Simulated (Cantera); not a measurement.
What does this Cantera script print?

```python
import numpy as np
import cantera as ct

gas_names = """
    CL CLO CL2 H HCL HNO HNO2 HNO3 HOCL HO2 H2 H2O H2O2 N NH NH2 NH3 NH2OH NO NO2 NO3 N2 N2H2 N2H4 N2O O
    OH O2 O3 Ti TiCL TiCL2 TiCL3 TiCL4 TiO TiOCL TiOCL2 TiO2
""".split()
cond_names = """
    H2O(s) H2O(L) NH4CL(a) NH4CL(b) Ti(a) Ti(b) Ti(L) TiCL2(s) TiCL3(s) TiCL4(L) TiN(s) TiN(L) TiO(a)
    TiO(b) TiO(L) TiO2(ru) TiO2(L) Ti2O3(a) Ti2O3(b) Ti2O3(L) Ti3O5(a) Ti3O5(b) Ti3O5(L) Ti4O7(s)
    Ti4O7(L)
""".split()


# ... load() reads the species with a 1 bar reference pressure and builds the phases ...
atoms = {
    'TiN': {'Ti': 1, 'N': 1},
    'HCl': {'H': 1, 'CL': 1},
    'H2': {'H': 2},
    'O2': {'O': 2},
}
top_T = {'TiCL2(s)': 1300, 'TiCL3(s)': 1000}  # K; cautious upper limits of use, not melting points


# ... equilibrate(T, P, feed) seeds the gas with the atoms and calls Mixture.equilibrate('TP', solver="vcs", rtol=1e-11, max_steps=5000) ...
results = []
feed = {'TiN': 1, 'HCl': 72, 'H2': 6.2, 'O2': 13}  # mol
T = 1075  # K
for P in [1, 3.6, 13, 46, 170, 600, 2200, 7700, 28000, 100000]:
    mix = equilibrate(T, P, feed)
    results.append((T, P, feed, dict(zip(mix.species_names, mix.species_moles))))

top = {s: max(r[3][s] / sum(r[3][g] for g in gas_names) for r in results) for s in gas_names}
cols = sorted((s for s in top if top[s] > 1e-05), key=lambda s: -top[s])[:9]
seen = [c for c in cond_names if any(r[3].get(c, 0) > 1e-12 for r in results)]
print("log10 of partial pressures in bar; condensed amounts in mol")
print(f"{'P/Pa':>10s}" + "".join(f"{s[:9]:>10s}" for s in cols + seen))
for T, P, feed, n in results:
    ng = sum(n[g] for g in gas_names)
    print(f"{P:10.4g}" + "".join(f"{np.log10(max(n[s] / ng * P / 1e5, 1e-99)):10.3f}" for s in cols)
          + "".join(f"{n.get(c, 0):10.4g}" for c in seen))
```

It prints:

```
log10 of partial pressures in bar; condensed amounts in mol
      P/Pa       HCL       H2O       CL2        O2        CL        N2      HOCL  TiO2(ru)
         1    -5.096    -6.101    -7.783    -6.013    -6.849    -7.245   -11.827         1
       3.6    -4.538    -5.546    -6.944    -5.455    -6.429    -6.688   -10.990         1
        13    -3.981    -4.981    -6.117    -4.900    -6.016    -6.129   -10.155         1
        46    -3.435    -4.413    -5.321    -4.357    -5.618    -5.579    -9.338         1
       170    -2.872    -3.811    -4.521    -3.803    -5.217    -5.010    -8.498         1
       600    -2.333    -3.217    -3.773    -3.276    -4.843    -4.460    -7.695         1
      2200    -1.781    -2.594    -3.027    -2.744    -4.470    -3.892    -6.877         1
      7700    -1.254    -1.986    -2.330    -2.244    -4.122    -3.344    -6.100         1
   2.8e+04    -0.715    -1.356    -1.632    -1.747    -3.773    -2.779    -5.312         1
     1e+05    -0.188    -0.737    -0.964    -1.278    -3.439    -2.221    -4.551         1
```

Method: chemical equilibrium by Gibbs-energy minimisation in Cantera with the NASA 1993 tables (ideal gas, pure condensed phases). Condensed phases not in the tables: TiOCl. Gases not in the tables: TiO(OH)2.
